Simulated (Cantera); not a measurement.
Cantera with NASA thermochemical tables; ideal gases at 1 bar, condensed phases pure. Values are per mole of reaction as written; species without (g) are pure solids or liquids, kept so even where they would boil at 1 bar.

Q: Between 300 and 2950 K, where is each reaction favourable under standard conditions?
- S₂(g) + SiH₄(g) ⇌ Si + 2 H₂S(g)

A: 
- S₂(g) + SiH₄(g) ⇌ Si + 2 H₂S(g): ΔG° is -203 kJ at 300 K and -239 kJ at 2950 K; it stays negative (K > 1). ΔH° is -160 kJ and ΔS° 27 J/K at 2950 K.
